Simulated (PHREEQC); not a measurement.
0.013 g of hydrous ferric oxide (600 m²/g; 0.2 weak and 0.005 strong sites per Fe, Dzombak-Morel constants, diffuse double layer) in 1 kg of water with 0.005 mol/kgw of an inert sodium salt and 6.4e-07 mol/kgw ZnSO4 and 2.5e-06 mol/kgw MnCl2, at 25 °C; the pH is set by adding NaOH or the inert anion's acid. No oxygen is let in. The system is closed to CO2. Precipitation was switched off in this run.

Base run: PHREEQC, ion-association model, wateq4f.dat. Each further column changes one thing. The table gives S sorbed (%).

```json
[
 {"pH": "3", "base": "99.9", "no electrostatic term (-no_edl)": "0.0", "background salt from 0.005 to 0.0005 mol/kgw": "100.0", "oxide from 0.013 to 0.065 g/kgw": "100.0", "8.1e-06 mol/kgw PbCl2 added": "99.9"},
 {"pH": "3.38", "base": "99.9", "no electrostatic term (-no_edl)": "0.0", "background salt from 0.005 to 0.0005 mol/kgw": "100.0", "oxide from 0.013 to 0.065 g/kgw": "100.0", "8.1e-06 mol/kgw PbCl2 added": "99.9"},
 {"pH": "3.75", "base": "99.8", "no electrostatic term (-no_edl)": "0.0", "background salt from 0.005 to 0.0005 mol/kgw": "100.0", "oxide from 0.013 to 0.065 g/kgw": "100.0", "8.1e-06 mol/kgw PbCl2 added": "99.8"},
 {"pH": "4.5", "base": "98.8", "no electrostatic term (-no_edl)": "0.0", "background salt from 0.005 to 0.0005 mol/kgw": "99.8", "oxide from 0.013 to 0.065 g/kgw": "99.8", "8.1e-06 mol/kgw PbCl2 added": "98.8"},
 {"pH": "4.88", "base": "96.4", "no electrostatic term (-no_edl)": "0.0", "background salt from 0.005 to 0.0005 mol/kgw": "99.1", "oxide from 0.013 to 0.065 g/kgw": "99.4", "8.1e-06 mol/kgw PbCl2 added": "(withheld)"},
 {"pH": "5.25", "base": "89.4", "no electrostatic term (-no_edl)": "0.0", "background salt from 0.005 to 0.0005 mol/kgw": "96.3", "oxide from 0.013 to 0.065 g/kgw": "98.1", "8.1e-06 mol/kgw PbCl2 added": "90.5"},
 {"pH": "5.62", "base": "71.4", "no electrostatic term (-no_edl)": "0.0", "background salt from 0.005 to 0.0005 mol/kgw": "(withheld)", "oxide from 0.013 to 0.065 g/kgw": "93.6", "8.1e-06 mol/kgw PbCl2 added": "75.2"},
 {"pH": "6.38", "base": "14.7", "no electrostatic term (-no_edl)": "0.0", "background salt from 0.005 to 0.0005 mol/kgw": "(withheld)", "oxide from 0.013 to 0.065 g/kgw": "46.4", "8.1e-06 mol/kgw PbCl2 added": "29.3"},
 {"pH": "6.75", "base": "4.0", "no electrostatic term (-no_edl)": "0.0", "background salt from 0.005 to 0.0005 mol/kgw": "6.2", "oxide from 0.013 to 0.065 g/kgw": "16.7", "8.1e-06 mol/kgw PbCl2 added": "14.1"},
 {"pH": "7.12", "base": "0.9", "no electrostatic term (-no_edl)": "0.0", "background salt from 0.005 to 0.0005 mol/kgw": "(withheld)", "oxide from 0.013 to 0.065 g/kgw": "(withheld)", "8.1e-06 mol/kgw PbCl2 added": "5.0"},
 {"pH": "7.5", "base": "0.2", "no electrostatic term (-no_edl)": "0.0", "background salt from 0.005 to 0.0005 mol/kgw": "(withheld)", "oxide from 0.013 to 0.065 g/kgw": "0.9", "8.1e-06 mol/kgw PbCl2 added": "1.3"},
 {"pH": "8.25", "base": "0.0", "no electrostatic term (-no_edl)": "0.0", "background salt from 0.005 to 0.0005 mol/kgw": "0.0", "oxide from 0.013 to 0.065 g/kgw": "0.0", "8.1e-06 mol/kgw PbCl2 added": "0.1"},
 {"pH": "8.62", "base": "0.0", "no electrostatic term (-no_edl)": "0.0", "background salt from 0.005 to 0.0005 mol/kgw": "0.0", "oxide from 0.013 to 0.065 g/kgw": "0.0", "8.1e-06 mol/kgw PbCl2 added": "0.0"},
 {"pH": "9", "base": "0.0", "no electrostatic term (-no_edl)": "0.0", "background salt from 0.005 to 0.0005 mol/kgw": "0.0", "oxide from 0.013 to 0.065 g/kgw": "0.0", "8.1e-06 mol/kgw PbCl2 added": "0.0"}
]
```

**Question.** Fill in the missing entries.

**Answer.** 
- 4.88, 8.1e-06 mol/kgw PbCl2 added: 96.7
- 5.62, background salt from 0.005 to 0.0005 mol/kgw: 85.7
- 6.38, background salt from 0.005 to 0.0005 mol/kgw: 23.1
- 7.12, background salt from 0.005 to 0.0005 mol/kgw: 1.4
- 7.12, oxide from 0.013 to 0.065 g/kgw: 4.2
- 7.5, background salt from 0.005 to 0.0005 mol/kgw: 0.3

The oxide is taken as insoluble; below pH 4 it would dissolve.
